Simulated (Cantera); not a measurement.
## Equilibrium for thermal oxidation and active oxidation of silicon: Si + O₂ + H₂

Feed: 1 mol Si, 0.017 mol O₂, 5 mol H₂, held at 750 °C and 0.000210 bar.

Equilibrium computed with Cantera from the NASA thermochemical tables; the gas is ideal and each condensed phase is pure. Candidate condensed phases: H₂O, Si, SiO₂; 18 gas species. Mutual solubility and eutectic melting of coexisting phases are not modelled. The numbers say what is thermodynamically allowed, not how fast it happens.

```yaml
x(H₂): 1.000
x(SiO): 6.34e-6
n(Si(s)): 0.983 mol
n(SiO₂(β-quartz)): 0.0170 mol
gas_amount: 5.000 mol
```
